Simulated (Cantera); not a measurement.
An isothermal, constant-pressure homogeneous reactor starts with NO : N2 = 1 : 0.45 (molar parts), at 1973 K and 0.0267 bar. Integrator tolerance rtol = 1e-08.

Computed with Cantera and GRI-Mech 3.0 (53 species, 325 reactions). Radical loss at walls, strong at low pressure, is not modelled.

**Question.** What does this change do: 0.024 parts H2O added?

**Answer.** 
```tsv
quantity	before	after
x(NO) at 8.00 s	0.321 (gas-phase equilibrium 0.00824)	0.294 (gas-phase equilibrium 0.00809)
x(NO2) at 8.00 s	8.69e-5 (gas-phase equilibrium 3.08e-6)	8.15e-5 (gas-phase equilibrium 3.00e-6)
x(N2O) at 8.00 s	2.76e-5 (gas-phase equilibrium 6.89e-8)	1.65e-5 (gas-phase equilibrium 6.71e-8)
x(O) at 8.00 s	0.00148 (gas-phase equilibrium 0.00195)	0.00148 (gas-phase equilibrium 0.00193)
x(N2) at 8.00 s	0.494 (gas-phase equilibrium 0.650)	0.497 (gas-phase equilibrium 0.639)
x(O2) at 8.00 s	0.183 (gas-phase equilibrium 0.339)	0.190 (gas-phase equilibrium 0.333)
```
